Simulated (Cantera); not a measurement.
# Ignition delay

Mixture: C3H8 : O2 : N2 = 1 : 6.1 : 22.9 (molar parts), at 1.01 bar, adiabatic and at constant pressure. Ignition delay is the time to a rise of 400 K.

Computed with Cantera and GRI-Mech 3.0 (53 species, 325 reactions). GRI-Mech 3.0 was tuned for natural gas; its chemistry of propane as a main component is partial and can be far from experiment.

| T0 (K) | delay (ms) |
|---|---|
| 1125 | 30.6 |
| 1225 | 3.69 |
| 1325 | 0.641 |
| 1425 | 0.166 |
| 1525 | 0.0606 |
| 1625 | 0.0290 |
| 1725 | 0.0168 |
| 1825 | 0.0111 |
| 1925 | 0.00797 |
| 2025 | 0.00611 |

```
Quantity                                               Result
--------------------------------------------------  ---------
apparent activation energy between 1825 and 2025 K  91 kJ/mol
```
